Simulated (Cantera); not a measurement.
Feed: 1 mol Al, 3.6 mol HCl, 12 mol H2, held at 1.10e-5 bar.

Equilibrium computed with Cantera from the NASA thermochemical tables; the gas is ideal and each condensed phase is pure. Candidate condensed phases: Al, AlCl3; 12 gas species. The tables' values for AlCl2 are old estimates; treat these amounts as uncertain. Rates play no part. All values below are at 898 K.

Base state: H2 0.894, AlCl3 0.0662, HCl 0.0398, AlCl2 1.65e-5 (mole fractions); condensed: gas only.

### Question
What changes in the equilibrium state with this change: HCl from 3.6 to 1.3 mol?

### Answer
| species | before | after |
|---|---|---|
| H2 | 0.894 | 0.927 |
| AlCl | 1.53e-6 | 0.0617 |
| AlCl3 | 0.0662 | 0.0103 |
| HCl | 0.0398 | 7.95e-5 |
| AlCl2 | 1.65e-5 | 0.00131 |

### Question
What changes in the equilibrium state with this change: HCl from 3.6 to 2.4 mol?

### Answer
| species | before | after |
|---|---|---|
| H2 | 0.894 | 0.929 |
| AlCl3 | 0.0662 | 0.0483 |
| AlCl | 1.53e-6 | 0.0205 |
| HCl | 0.0398 | 0.000300 |
| AlCl2 | 1.65e-5 | 0.00163 |
